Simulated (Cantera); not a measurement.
Gas-phase reforming

An isothermal, constant-pressure homogeneous reactor starts with CH4 : CO2 : H2 = 1 : 0.59 : 0.27 (molar parts), at 2123 K and 7.50 bar.

Computed with Cantera and GRI-Mech 3.0 (53 species, 325 reactions). GRI-Mech 3.0 stops at C3 and has no aromatics, soot or wall deposition, so with more carbon than oxygen in the feed, carbon stays in small species such as C2H2 where larger ones or solid carbon would form.

| t (s) | x CH4 | x CO2 | x H2 | x H | x CH2CO |
|---|---|---|---|---|---|
| 3.00e-5 | 0.150 | 0.176 | 0.421 | 0.000762 | 5.98e-5 |
| 0.000133 | 0.0439 | 0.0497 | 0.429 | 0.000850 | 0.000128 |
| 0.000591 | 0.0192 | 0.0135 | 0.466 | 0.000926 | 9.18e-5 |
| 0.00262 | 0.0124 | 0.00594 | 0.539 | 0.000980 | 2.77e-5 |
| 0.0116 | 0.00702 | 0.000678 | 0.586 | 0.00101 | 4.37e-6 |
| 0.0516 | 0.00616 | 1.99e-6 | 0.592 | 0.00102 | 2.28e-6 |
| 0.229 | 0.00616 | 1.70e-6 | 0.592 | 0.00102 | 2.28e-6 |
| 1.02 | 0.00616 | 1.70e-6 | 0.592 | 0.00102 | 2.28e-6 |
| 4.51 | 0.00616 | 1.70e-6 | 0.592 | 0.00102 | 2.28e-6 |
| 20.0 | 0.00616 | 1.70e-6 | 0.592 | 0.00102 | 2.28e-6 |
x: mole fraction; the columns are a selection and need not sum to one.

Equilibrium at this temperature and pressure: CH4 0.00616, CO2 1.72e-6, H2 0.592, H 0.00102, CH2CO 2.28e-6 (gas phase only).
